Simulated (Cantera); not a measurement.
**Catalytic combustion on Pt**

An isothermal plug-flow reactor at 723 K and 3750 Torr (inlet), inlet velocity 0.056 m/s, active area per volume 140 1/m; feed 1.27 % H₂, 14.9 % O₂, 83.9 % N₂, equivalence ratio 0.043.

Detailed kinetics in Cantera: Deutschmann's 1995 Pt surface mechanism with GRI-Mech 3.0 gas chemistry. Catalytic surfaces can have several steady states; this one follows from the mechanism file's or the stated starting coverage. Mass transfer to the wall is taken as infinitely fast.

| z (m) | x H₂ | x O₂ | x H₂O | θ free Pt | θ O* | θ OH* |
|---|---|---|---|---|---|---|
| 9.3e-05 | 0.00581 | 0.146 | 0.00698 | 0.0729 | 0.918 | 0.00941 |
| 0.00017 | 0.00398 | 0.145 | 0.00881 | 0.0504 | 0.941 | 0.00835 |
| 0.00029 | 0.00266 | 0.144 | 0.0101 | 0.0341 | 0.959 | 0.00718 |
| 0.00052 | 0.00162 | 0.144 | 0.0112 | 0.0213 | 0.973 | 0.00587 |
| 0.00093 | 0.000932 | 0.144 | 0.0119 | 0.0132 | 0.982 | 0.00472 |
| 0.0017 | 0.000487 | 0.143 | 0.0123 | 0.00844 | 0.988 | 0.00383 |
| 0.0029 | 0.000243 | 0.143 | 0.0126 | 0.00623 | 0.990 | 0.00331 |
| 0.0052 | 8.64e-5 | 0.143 | 0.0127 | 0.00504 | 0.992 | 0.00300 |
| 0.0093 | 1.76e-5 | 0.143 | 0.0128 | 0.00459 | 0.993 | 0.00286 |
x: gas mole fraction; θ: surface coverage.
